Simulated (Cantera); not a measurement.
Adiabatic ignition

An adiabatic, constant-pressure homogeneous reactor starts with CO : H2 : O2 : N2 : H2O = 1 : 0.048 : 0.25 : 2.9 : 0.16 (molar parts), at 1050 K and 1.00 bar.

Cantera simulation using GRI-Mech 3.0 (53 species, 325 reactions); the numbers are that mechanism's predictions, not measurements.

| t (s) | T (K) | x CO | x H2 | x O2 | x H2O | x NO | x H2O2 | x HO2 |
|---|---|---|---|---|---|---|---|---|
| 3.00e-6 | 1050 | 0.229 | 0.0110 | 0.0574 | 0.0367 | <1e-12 | <1e-12 | 5.93e-12 |
| 9.90e-6 | 1050 | 0.229 | 0.0110 | 0.0574 | 0.0367 | <1e-12 | <1e-12 | 3.80e-11 |
| 3.27e-5 | 1050 | 0.229 | 0.0110 | 0.0574 | 0.0367 | <1e-12 | <1e-12 | 5.68e-10 |
| 0.000108 | 1050 | 0.229 | 0.0110 | 0.0574 | 0.0367 | <1e-12 | 5.21e-12 | 1.11e-8 |
| 0.000356 | 1050 | 0.229 | 0.0110 | 0.0574 | 0.0367 | <1e-12 | 1.49e-9 | 1.01e-6 |
| 0.00117 | 1748 | 0.127 | 0.00990 | 0.00439 | 0.0315 | 2.66e-5 | 1.43e-7 | 1.17e-6 |
| 0.00387 | 1936 | 0.124 | 0.00953 | 0.000136 | 0.0400 | 4.33e-5 | 6.62e-9 | 3.24e-8 |
| 0.0128 | 1949 | 0.124 | 0.00961 | 6.97e-6 | 0.0408 | 4.38e-5 | 4.72e-10 | 1.21e-9 |
| 0.0422 | 1951 | 0.124 | 0.00963 | 9.75e-7 | 0.0409 | 4.31e-5 | 7.30e-11 | 1.54e-10 |
| 0.139 | 1951 | 0.124 | 0.00963 | 7.13e-7 | 0.0409 | 4.09e-5 | 5.44e-11 | 1.17e-10 |
| 0.459 | 1951 | 0.124 | 0.00963 | 7.13e-7 | 0.0409 | 3.52e-5 | 5.44e-11 | 1.17e-10 |
| 1.52 | 1951 | 0.124 | 0.00963 | 7.13e-7 | 0.0409 | 2.46e-5 | 5.44e-11 | 1.17e-10 |
| 5.00 | 1951 | 0.124 | 0.00962 | 7.14e-7 | 0.0409 | 1.47e-5 | 5.44e-11 | 1.17e-10 |
x: mole fraction; the columns are a selection and need not sum to one.

The time of steepest temperature rise is 0.968 ms and the temperature at 5.00 s is 1951 K. The equilibrium temperature is 1951 K. The x(CO) at 5.00 s is 0.124 (gas-phase equilibrium 0.124). The x(H2) at 5.00 s is 0.00962 (gas-phase equilibrium 0.00962) and the x(O2) at 5.00 s is 7.14e-7 (gas-phase equilibrium 7.14e-7).
